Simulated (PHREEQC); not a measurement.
Make-up at 10 °C and 50 atm: 0.24 mol Pb(NO3)2, 0.0013 mol HNO3 and 0.02 mol Cu(NO3)2 per kg of water. Closed to the air; pH follows from the charge balance.

The numbers come from PHREEQC with the ion-association model, phreeqc.dat.

Question: The ionic strength comes out as 0.497 mol/kgw. What activity coefficients do PbNO3+, Pb+2, H+, Cu+2, Pb2OH+3 get?

Answer: PbNO3+ 0.74, Pb+2 0.30, H+ 0.77, Cu+2 0.26, Pb2OH+3 0.066.

No solid was allowed to form. Species that the database lacks are ignored. Under pressure, the constants of complexes without a molar volume in the database are unreliable. Away from 25 °C the constants follow the database's enthalpies or fits; those with neither stay at their 25 °C values.
